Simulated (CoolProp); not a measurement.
Sulfur hexafluoride at 298.15 K and 0.854 MPa is compressed adiabatically to 1.95 MPa with isentropic efficiency 0.85. Each further row changes one setting.

Computed with CoolProp (reference Helmholtz-energy equation of state, Guder 2009).

| case | work (kJ/kg) | final temperature (K) | final density (kg/m³) |
|---|---|---|---|
| as stated | 14.8 | [?] | [?] |
| efficiency 1 | [?] | [?] | 129 |
| efficiency 0.65 | 19.3 | 333.7 | 123 |

Question: Fill in the missing entries.

Answer: 
- as stated, final temperature (K): 328.1
- as stated, final density (kg/m³): 127
- efficiency 1, work (kJ/kg): 12.6
- efficiency 1, final temperature (K): 325.4
